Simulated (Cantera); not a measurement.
Input (Python, Cantera) and output of one run.

```python
import numpy as np
import cantera as ct

gas_names = [...]  # 118 gases of nasa_gas.yaml made of C, Cl, F, H
cond_names = """
    C(gr) C6H6(L) C7H8(L) C8H18(L),n-octa
""".split()


# ... load() reads the species with a 1 bar reference pressure and builds the phases ...
atoms = {
    'CCl4': {'C': 1, 'CL': 4},
    'F2': {'F': 2},
    'H2': {'H': 2},
}
top_T = {'C(gr)': 4500}  # K; cautious upper limits of use, not melting points


# ... equilibrate(T, P, feed) seeds the gas with the atoms and calls Mixture.equilibrate('TP', solver="vcs", rtol=1e-11, max_steps=5000) ...
results = []
feed = {'CCl4': 1, 'F2': 2.2, 'H2': 1.7}  # mol
T = 3498.15  # K
for P in [1, 10, 100, 1000, 10000, 100000]:
    mix = equilibrate(T, P, feed)
    results.append((T, P, feed, dict(zip(mix.species_names, mix.species_moles))))

top = {s: max(r[3][s] / sum(r[3][g] for g in gas_names) for r in results) for s in gas_names}
cols = sorted((s for s in top if top[s] > 0.001), key=lambda s: -top[s])[:9]
seen = [c for c in cond_names if any(r[3].get(c, 0) > 1e-12 for r in results)]
print("log10 of partial pressures in bar; condensed amounts in mol")
print(f"{'P/Pa':>10s}" + "".join(f"{s[:9]:>10s}" for s in cols + seen))
for T, P, feed, n in results:
    ng = sum(n[g] for g in gas_names)
    print(f"{P:10.4g}" + "".join(f"{np.log10(max(n[s] / ng * P / 1e5, 1e-99)):10.3f}" for s in cols)
          + "".join(f"{n.get(c, 0):10.4g}" for c in seen))
```

Output:

```
log10 of partial pressures in bar; condensed amounts in mol
      P/Pa        CL        HF         F         H         C        CF       HCL        C3       CF2
         1    -5.505    -8.707    -5.464    -5.576    -6.107    -9.596   -10.442   -12.265   -14.641
        10    -4.504    -6.711    -4.465    -4.578    -5.110    -7.600    -8.443    -9.272   -11.646
       100    -3.495    -4.743    -3.479    -3.597    -4.140    -5.644    -6.453    -6.362    -8.704
      1000    -2.448    -2.955    -2.564    -2.724    -3.384    -3.972    -4.533    -4.093    -6.116
     1e+04    -1.387    -1.568    -1.760    -2.140    -2.921    -2.706    -2.888    -2.706    -4.047
     1e+05    -0.365    -0.459    -0.946    -1.846    -2.581    -1.551    -1.571    -1.687    -2.078
```

Method: chemical equilibrium by Gibbs-energy minimisation in Cantera with the NASA 1993 tables (ideal gas, pure condensed phases). The tables' values for CCl are old estimates; treat these amounts as uncertain.
